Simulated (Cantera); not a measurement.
A closed system holds: 1 mol SiHCl₃, 6 mol N₂, equilibrated at 725 °C and 100000 Pa.

These are equilibrium values from Cantera (NASA tables, ideal gas, pure condensed phases), not measurements of a reactor. Candidate condensed phases: NH₄Cl, Si, Si₃N₄; 28 gas species. N₂ is the only nitrogen source here; it is nearly inert below about 1500 K, so the nitride shown seldom forms there in practice. The tables' values for SiCl₃ are old estimates; treat these amounts as uncertain. Equilibrium is a limit: real reactors are often held back by kinetics, nucleation or transport.

Base state: N₂ 0.800, HCl 0.0989, SiCl₄ 0.0802, H₂ 0.0205, SiHCl₃ 0.000115, SiCl₃ 1.37e-5 (mole fractions); condensed: Si₃N₄(s).

Question: What changes in the equilibrium state with this change: N₂ from 6 to 25 mol?

Answer: 
```json
[
 {"species": "N₂", "before": "0.800", "after": "0.944"},
 {"species": "HCl", "before": "0.0989", "after": "0.0308"},
 {"species": "SiCl₄", "before": "0.0802", "after": "0.0210"},
 {"species": "H₂", "before": "0.0205", "after": "0.00369"},
 {"species": "SiHCl₃", "before": "0.000115", "after": "1.74e-5"},
 {"species": "SiCl₃", "before": "1.37e-5", "after": "4.86e-6"},
 {"species": "Si₃N₄(s), mol", "before": "0.142", "after": "0.151"}
]
```
